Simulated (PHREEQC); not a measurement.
Dissolve 97 mmol/kgw CdCl2 and 0.3 mmol/kgw ZnCl2 at 25 °C. Closed to the air; pH follows from the charge balance.

The numbers come from PHREEQC with the ion-association model, phreeqc.dat.

Each row changes one thing in this solution. No solid was allowed to form.

```json
[
 {"case": "as made", "pH": "5.39", "ionic strength (mol/kgw)": "0.120", "Cl- (mol/kgw)": "0.0999", "Zn+2 (mol/kgw)": "0.000272", "ZnCl+ (mol/kgw)": "2.59e-5", "ZnCl2 (mol/kgw)": "1.50e-6", "SI of Zn(OH)2(e) (Zn(OH)2)": "-4.74"},
 {"case": "CdCl2 from 0.097 to 0.485 mol/kgw", "pH": "5.12", "ionic strength (mol/kgw)": "0.372", "Cl- (mol/kgw)": "0.307", "Zn+2 (mol/kgw)": "0.000243", "ZnCl+ (mol/kgw)": "4.78e-5", "ZnCl2 (mol/kgw)": "6.36e-6", "SI of Zn(OH)2(e) (Zn(OH)2)": "-5.51"},
 {"case": "CdCl2 replaced by LiCl at the same molality", "pH": "6.24", "ionic strength (mol/kgw)": "[?]", "Cl- (mol/kgw)": "0.0976", "Zn+2 (mol/kgw)": "0.000271", "ZnCl+ (mol/kgw)": "2.68e-5", "ZnCl2 (mol/kgw)": "1.59e-6", "SI of Zn(OH)2(e) (Zn(OH)2)": "-3.02"},
 {"case": "ZnCl2 from 0.0003 to 0.00033 mol/kgw", "pH": "5.39", "ionic strength (mol/kgw)": "0.120", "Cl- (mol/kgw)": "0.1000", "Zn+2 (mol/kgw)": "0.000300", "ZnCl+ (mol/kgw)": "2.85e-5", "ZnCl2 (mol/kgw)": "1.65e-6", "SI of Zn(OH)2(e) (Zn(OH)2)": "-4.70"},
 {"case": "ZnCl2 from 0.0003 to 0.0006 mol/kgw", "pH": "5.38", "ionic strength (mol/kgw)": "[?]", "Cl- (mol/kgw)": "0.100", "Zn+2 (mol/kgw)": "0.000545", "ZnCl+ (mol/kgw)": "5.19e-5", "ZnCl2 (mol/kgw)": "3.02e-6", "SI of Zn(OH)2(e) (Zn(OH)2)": "-4.45"}
]
```

**Question.** Some entries are withheld; supply them.

**Answer.** 
- CdCl2 replaced by LiCl at the same molality, ionic strength (mol/kgw): 0.0978
- ZnCl2 from 0.0003 to 0.0006 mol/kgw, ionic strength (mol/kgw): 0.121
